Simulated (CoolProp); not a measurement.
n-pentane at 293.15 K and 0.958 MPa is throttled through a valve to 0.05 MPa with no heat exchange. Each further row changes one setting.

The numbers come from the reference Helmholtz-energy equation of state, Thol 2019 in CoolProp.

```json
[
 {"case": "as stated", "temperature change (K)": "-3.2", "final phase": "two-phase, vapour fraction 0.021", "final density (kg/m³)": "64.4"},
 {"case": "outlet pressure 0.015 MPa", "temperature change (K)": "-30.3", "final phase": "two-phase, vapour fraction 0.174", "final density (kg/m³)": "2.86"},
 {"case": "outlet pressure 0.065 MPa", "temperature change (K)": "+0.3", "final phase": "liquid", "final density (kg/m³)": "626"}
]
```
